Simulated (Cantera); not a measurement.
Input (Python, Cantera) and output of one run.

```python
import numpy as np
import cantera as ct

gas_names = """
    CL CL2 H HCL H2 N NH NH2 NH3 N2 N2H2 N2H4 Si SiCL SiCL2 SiCL3 SiCL4 SiH SiHCL3 SiH2 SiH2CL2 SiH3
    SiH3CL SiH4 SiN Si2 Si2N Si3
""".split()
cond_names = """
    NH4CL(a) NH4CL(b) Si(cr) Si(L) Si3N4(a)
""".split()


# ... load() reads the species with a 1 bar reference pressure and builds the phases ...
atoms = {
    'SiHCl3': {'Si': 1, 'H': 1, 'CL': 3},
    'NH3': {'N': 1, 'H': 3},
}
top_T = {'Si3N4(a)': 2400}  # K; cautious upper limits of use, not melting points


# ... equilibrate(T, P, feed) seeds the gas with the atoms and calls Mixture.equilibrate('TP', solver="vcs", rtol=1e-11, max_steps=5000) ...
results = []
feed = {'SiHCl3': 1, 'NH3': 9.1}  # mol
P = 1200  # Pa
for T in [1098, 1248, 1398, 1548, 1698, 1848, 1998]:
    mix = equilibrate(T, P, feed)
    results.append((T, P, feed, dict(zip(mix.species_names, mix.species_moles))))

top = {s: max(r[3][s] / sum(r[3][g] for g in gas_names) for r in results) for s in gas_names}
cols = sorted((s for s in top if top[s] > 0.001), key=lambda s: -top[s])[:6]
seen = [c for c in cond_names if any(r[3].get(c, 0) > 1e-12 for r in results)]
print("log10 of partial pressures in bar; condensed amounts in mol")
print(f"{'T/K':>10s}" + "".join(f"{s[:9]:>10s}" for s in cols + seen))
for T, P, feed, n in results:
    ng = sum(n[g] for g in gas_names)
    print(f"{T:10.4g}" + "".join(f"{np.log10(max(n[s] / ng * P / 1e5, 1e-99)):10.3f}" for s in cols)
          + "".join(f"{n.get(c, 0):10.4g}" for c in seen))
```

It prints:

```
log10 of partial pressures in bar; condensed amounts in mol
       T/K        H2        N2       HCL     SiCL2         H        Si     Si(L)  Si3N4(a)
      1098    -2.109    -2.622    -2.737    -7.341    -8.661   -17.950         0     0.332
      1248    -2.109    -2.622    -2.737    -5.833    -7.385   -13.978         0    0.3313
      1398    -2.109    -2.620    -2.748    -4.678    -6.379   -10.869         0    0.3201
      1548    -2.105    -2.609    -2.811    -3.873    -5.564    -8.377         0    0.2574
      1698    -2.099    -2.588    -2.970    -3.443    -4.889    -6.339         0    0.1307
      1848    -2.105    -2.569    -2.996    -3.425    -4.328    -5.203    0.3408         0
      1998    -2.112    -2.573    -2.980    -3.467    -3.851    -4.371    0.3079         0
```

Cantera equilibrium calculation (NASA polynomials, part measured and part estimated; ideal gas, pure solids and liquids). The tables' values for SiCl, SiCl3, SiN are old estimates; treat these amounts as uncertain. Gases not in the tables: Si2H6 and higher silanes.
